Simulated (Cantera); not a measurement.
Input: 1 mol Al(CH3)3, 0.77 mol N2O, 1.7 mol N2, 2 mol NH3, held at 1900 K and 1.00 bar.

Cantera equilibrium calculation (NASA polynomials, part measured and part estimated; ideal gas, pure solids and liquids). The feed counts by its element totals alone. The numbers say what is thermodynamically allowed, not how fast it happens.

```json
[
 {"species": "H2", "before": "0.664", "after": "0.665"},
 {"species": "N2", "before": "0.262", "after": "0.263"},
 {"species": "CO", "before": "0.0685", "after": "0.0685"},
 {"species": "HCN", "before": "0.00406", "after": "0.00225"},
 {"species": "H", "before": "0.000647", "after": "0.000232"},
 {"species": "C2H2 (acetylene)", "before": "0.000254", "after": "9.31e-5"},
 {"species": "HNC", "before": "0.000191", "after": "8.02e-5"},
 {"species": "H2O", "before": "8.11e-6", "after": "1.49e-5"},
 {"species": "CH4", "before": "0.000248", "after": "0.000373"},
 {"species": "AlN(s), mol", "before": "1.000", "after": "1.000"},
 {"species": "C(graphite), mol", "before": "2.17", "after": "2.20"}
]
```
Gas species are given as mole fractions.

### Question
Name the change that produced these shifts.
(A) temperature from 1900 K to 2125 K
(B) pressure from 1.00 bar to 26.0 Pa
(C) temperature from 1900 K to 1773 K
(D) temperature from 1900 K to 900 K

### Answer
C, temperature from 1900 K to 1773 K
